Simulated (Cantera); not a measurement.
A perfectly stirred reactor is fed with H2 : O2 : H2O = 0.26 : 1 : 0.0069 (molar parts), equivalence ratio 0.13, at 2670 Pa; it is held at 950 K, and followed from long to short residence time.

Computed with Cantera and GRI-Mech 3.0 (53 species, 325 reactions). Radical loss at walls, strong at low pressure, is not modelled. The temperature is held fixed by assumption; the heat of reaction is taken as removed at once.

x: mole fraction; the columns are a selection and need not sum to one.

| τ (s) | x H2 | x O2 | x HO2 | x OH | x H2O | x H2O2 |
|---|---|---|---|---|---|---|
| 1.8 | 0.00130 | 0.765 | 1.33e-5 | 0.000244 | 0.233 | (withheld) |
| 0.71 | 0.00223 | 0.765 | 1.81e-5 | 0.000352 | 0.232 | (withheld) |
| 0.29 | 0.00369 | 0.765 | 2.31e-5 | 0.000512 | 0.230 | (withheld) |
| 0.12 | 0.00597 | 0.764 | 2.80e-5 | 0.000749 | 0.227 | (withheld) |
| 0.046 | 0.00996 | 0.763 | 3.28e-5 | 0.00114 | 0.222 | 1.26e-6 |
| 0.019 | 0.0158 | 0.762 | 3.59e-5 | 0.00167 | 0.213 | 1.34e-6 |
| 0.0075 | 0.0256 | 0.759 | 3.72e-5 | 0.00245 | 0.198 | 1.36e-6 |
| 0.0030 | 0.0408 | 0.754 | 3.59e-5 | 0.00337 | 0.174 | 1.27e-6 |
| 0.0012 | 0.0653 | 0.749 | 3.18e-5 | 0.00415 | 0.136 | (withheld) |

Task: Some entries are withheld; supply them.

Result: 
- 1.8, x H2O2: 7.16e-7
- 0.71, x H2O2: 8.61e-7
- 0.29, x H2O2: 9.97e-7
- 0.12, x H2O2: 1.13e-6
- 0.0012, x H2O2: 1.06e-6
